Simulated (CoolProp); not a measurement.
Vapour-liquid equilibrium of propylene (1) + R152A (2) at -27.35 °C; x and y are mole fractions of (1).

Values from CoolProp's multi-fluid Helmholtz-energy mixture model, Lemmon 2013 and Outcalt 1996; pair parameters Bell 2016.

Problem. Give the bubble pressure and the first vapour's composition at x = 0.5, 0.725, 0.8. Is there an azeotrope?

Solution. x = 0.5: 0.2110 MPa, y = 0.728; x = 0.725: 0.2283 MPa, y = 0.812; x = 0.8: 0.2322 MPa, y = 0.846. y crosses x between x = 0.875 and 0.95: the model has an azeotrope there.

Pair parameters are fitted to limited data, so mixtures are less certain than the pure fluids.
